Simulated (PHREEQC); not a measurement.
**Brackish or sea water (model solution)**

A made-up water analysis in mmol/kgw, 20 °C, pH 6.46, pe 12.4: Na 300; K 9.4; Ca 8.95; Mg 3.83; Cl 288; S(6) 25.3; Alkalinity (meq/kgw) 0.00012; Ni 0.091.

Cl is adjusted to close the charge balance.
Valence states are taken as typed.

Model: ion-association model, wateq4f.dat, run in PHREEQC.

No solid was allowed to form.

**Question.** What activity of water does the model give?

**Answer.** activity of water 0.989.

**Question.** In which forms is S present?

**Answer.** SO4-2 67 %, NaSO4- 23 %, CaSO4 5.9 %, MgSO4 2.9 %, KSO4- 0.9 % of the S.
